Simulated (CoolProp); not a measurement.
Computed with CoolProp (reference Helmholtz-energy equation of state, de Reuck 1993).

### Question
For methanol, give the phase and the speed of sound (m/s), Joule-Thomson coefficient (K/MPa), viscosity (µPa s) at 620 K and 0.533 MPa; 620 K and 2.56 MPa.

### Answer
- 620 K and 0.533 MPa: gas; speed of sound 424, Joule-Thomson coefficient 3.52, viscosity 20.4
- 620 K and 2.56 MPa: gas; speed of sound 407, Joule-Thomson coefficient 3.91, viscosity 20.4

Viscosity comes from a separate model (Xiang 2006).
